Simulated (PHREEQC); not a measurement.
A solution holds 0.019 mol HCl and 0.56 mol MnSO4 per kg of water, at 25 °C. It is in equilibrium with CO2 at log p = 0 (atm). Otherwise closed; pH follows from the charge balance.

Model: ion-association model, phreeqc.dat, run in PHREEQC.

This is a speciation only: nothing precipitates in the calculation.

### Question
Order these S species by the share of S that they hold, largest first: MnSO4, HSO4-, SO4-2.

### Answer
MnSO4 (52 %), SO4-2 (46 %), HSO4- (2.6 %)

The pH is 2.50 and the ionic strength 1.07 mol/kgw. The ionic strength is past about 0.7 mol/kgw, beyond the range of this activity model, so the values are rough.
